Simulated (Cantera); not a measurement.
Input: 1 mol C2H4, 1.2 mol CO2, 0.74 mol H2, held at 64000 Pa.

Equilibrium computed with Cantera from the NASA thermochemical tables; the gas is ideal and each condensed phase is pure. Candidate condensed phases: C, C6H6, C7H8, C8H18, H2O; 131 gas species. Ions and electrons are included (thermal ionisation). Kinetics and transport are ignored.

Which condensed phases are stable at each of these points (T (K)): 2000, 2250, 2500, 2750, 3000, 3250, 3500, 3750, 4000, 4250, 4500, 4750, 5000?


```
T (K)  condensed phases  C condensed (%)
-----  ----------------  ---------------
2000        C(graphite)             24.9
2250        C(graphite)             24.4
2500        C(graphite)             23.2
2750        C(graphite)             20.4
3000        C(graphite)             15.0
3250        C(graphite)              3.4
3500           gas only              0.0
3750           gas only              0.0
4000           gas only              0.0
4250           gas only              0.0
4500           gas only              0.0
4750           gas only              0.0
5000           gas only              0.0
```

From 2000 K to 3250 K the condensed part is C(graphite). From 3500 K to 5000 K nothing is condensed.
